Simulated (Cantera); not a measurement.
Sublimation and decomposition of ceramics: Al₂O₃ + H₂

Feed: 1 mol Al₂O₃, 0.14 mol H₂, equilibrated at 133 Pa.

These are equilibrium values from Cantera (NASA tables, ideal gas, pure condensed phases), not measurements of a reactor. Candidate condensed phases: Al, Al₂O₃, H₂O; 19 gas species. The tables' values for AlOH are old estimates; treat these amounts as uncertain. Equilibrium is a limit: real reactors are often held back by kinetics, nucleation or transport.

```
T (K)      x H₂      x H       x O      x Al     x AlO    x Al₂O      x O₂     x H₂O      x OH  n Al₂O₃(s)  n Al₂O₃(l)
-----  --------  -------  --------  --------  --------  --------  --------  --------  --------  ----------  ----------
1748      0.994  0.00624  1.51e-10   4.89e-5   2.06e-8   3.85e-6    <1e-12   8.35e-5   3.06e-8       1.000           0
1848      0.985   0.0144   3.17e-9  0.000151   1.94e-7   1.50e-5    <1e-12  0.000264   2.84e-7       1.000           0
1948      0.968   0.0305   4.88e-8  0.000412   1.44e-6   4.99e-5  1.61e-11  0.000736   2.09e-6       1.000           0
2048      0.938   0.0594   5.78e-7   0.00100   8.73e-6  0.000144  4.85e-10   0.00183   1.26e-5       1.000           0
2148      0.886    0.107   5.49e-6   0.00221   4.44e-5  0.000369   1.08e-8   0.00411   6.42e-5       1.000           0
2248      0.805    0.181   4.32e-5   0.00443  0.000194  0.000837   1.88e-7   0.00832  0.000279       0.999           0
2348      0.691    0.281  0.000286   0.00809  0.000723   0.00166   2.57e-6    0.0149   0.00104           0       0.999
2448      0.549    0.404   0.00157    0.0134   0.00223   0.00273   2.65e-5    0.0224   0.00322           0       0.998
2548      0.391    0.530   0.00746    0.0215   0.00630   0.00433  0.000222    0.0285   0.00844           0       0.996
2648      0.238    0.621    0.0297    0.0361    0.0168   0.00735   0.00141    0.0279    0.0177           0       0.992
2748      0.109    0.613    0.0963    0.0677    0.0437    0.0146   0.00636    0.0178    0.0270           0       0.977
2848     0.0208    0.382     0.262     0.139     0.111    0.0328    0.0213   0.00425    0.0228           0       0.902
2948   0.000296   0.0633     0.457     0.243     0.162    0.0383    0.0312   5.10e-5   0.00347           0           0
3048   0.000140   0.0593     0.496     0.299     0.109    0.0154    0.0185   1.33e-5   0.00193           0           0
```
x: gas mole fraction; n: condensed amount in mol.

From 1748 K to 2248 K the condensed part is Al₂O₃(s). From 2348 K to 2848 K the condensed part is Al₂O₃(l). From 2948 K to 3048 K nothing is condensed. The main Al-bearing gas is Al throughout.
